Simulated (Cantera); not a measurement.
**Equilibrium for carbon deposition, reforming and gasification: C₃H₆ + O₂ + N₂**

Feed: 1 mol C₃H₆, 0.019 mol O₂, 0.3 mol N₂, at 98.0 mbar.

Method: chemical equilibrium by Gibbs-energy minimisation in Cantera with the NASA 1993 tables (ideal gas, pure condensed phases). Candidate condensed phases: C, C₆H₆, C₇H₈, C₈H₁₈, H₂O; 136 gas species. Kinetics and transport are ignored.

```csv
T (K),log p H₂,log p N₂,log p CH₄,log p CO,log p H,log p HCN,n C(graphite)
925,-1.06,-2.05,-2.77,-3.00,-10.12,-7.41,2.91
1025,-1.06,-2.05,-3.25,-2.96,-8.89,-6.67,2.94
1125,-1.06,-2.05,-3.65,-2.95,-7.88,-6.07,2.95
1225,-1.06,-2.05,-3.99,-2.95,-7.03,-5.57,2.96
1325,-1.06,-2.06,-4.28,-2.95,-6.31,-5.14,2.96
1425,-1.06,-2.06,-4.53,-2.95,-5.69,-4.77,2.96
1525,-1.06,-2.06,-4.75,-2.95,-5.15,-4.46,2.96
1625,-1.06,-2.06,-4.94,-2.95,-4.68,-4.18,2.96
1725,-1.06,-2.06,-5.11,-2.95,-4.26,-3.93,2.96
1825,-1.06,-2.06,-5.26,-2.95,-3.88,-3.72,2.95
1925,-1.06,-2.06,-5.40,-2.95,-3.55,-3.53,2.95
2025,-1.06,-2.07,-5.52,-2.95,-3.25,-3.35,2.94
2125,-1.06,-2.07,-5.63,-2.95,-2.97,-3.20,2.93
```
log p: log10 of the partial pressure in bar; n: condensed amount in mol.

From 925 K to 2125 K the condensed part is C(graphite). The main C-bearing gas is CH₄ at 925 K and CO at 2125 K.
